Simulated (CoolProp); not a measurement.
Properties of water along the isotherm 743.1 K (Tc = 647.1 K, pc = 22060 kPa, ω = 0.344).

The numbers come from the reference Helmholtz-energy equation of state, Wagner 2002 in CoolProp.

```
p (kPa)          phase  speed of sound (m/s)  isothermal compressibility (1/MPa)  expansivity (1/kK)  viscosity (µPa s)
-------  -------------  --------------------  ----------------------------------  ------------------  -----------------
105                gas                 662.2                               9.533               1.351               27.3
169                gas                 662.0                               5.926               1.354               27.3
273                gas                 661.7                               3.672               1.358               27.3
441                gas                 661.2                               2.276               1.366               27.3
713                gas                 660.4                               1.411               1.379               27.3
1150               gas                 659.1                              0.8786               1.401               27.3
1860               gas                 657.0                              0.5469               1.436               27.4
3010               gas                 653.4                              0.3417               1.497               27.4
4860               gas                 647.6                              0.2157               1.603               27.4
7850               gas                 637.8                              0.1382               1.801               27.6
12700              gas                 620.9                             0.09103               2.204               27.9
20500              gas                 591.7                             0.06412               3.167               28.8
33100    supercritical                 544.5                             0.05198               6.224               32.5
```

Viscosity comes from a separate model (Huber 2009).
